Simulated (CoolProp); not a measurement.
A closed Brayton cycle with carbon dioxide: compressor inlet 329.15 K and 9.4 MPa, high pressure 21.5 MPa, turbine inlet 675 K, compressor efficiency 0.85, turbine efficiency 0.93, recuperator effectiveness 0 (on enthalpy, no pinch check). Each further row changes one setting.

Model: reference Helmholtz-energy equation of state, Span 1996, in CoolProp.

| case | thermal efficiency (%) | net work (kJ/kg) | compressor to turbine work | compressor exit (K) | turbine exit (K) |
|---|---|---|---|---|---|
| as stated | (withheld) | 50.4 | 0.44 | 394.4 | 583.2 |
| turbine inlet 625 K | 12.9 | 42.0 | 0.48 | 394.4 | 536.7 |
| compressor inlet 339.15 K | 12.5 | 44.5 | (withheld) | 411.0 | 583.2 |
| high pressure 18.3 MPa | 10.8 | 43.1 | 0.41 | 381.4 | (withheld) |
| recuperator effectiveness 0.5 | 18.3 | 50.4 | 0.44 | 394.4 | 583.2 |

### Question
What belongs in the gaps?

### Answer

- as stated, thermal efficiency (%): 13.0
- compressor inlet 339.15 K, compressor to turbine work: 0.50
- high pressure 18.3 MPa, turbine exit (K): 600.8
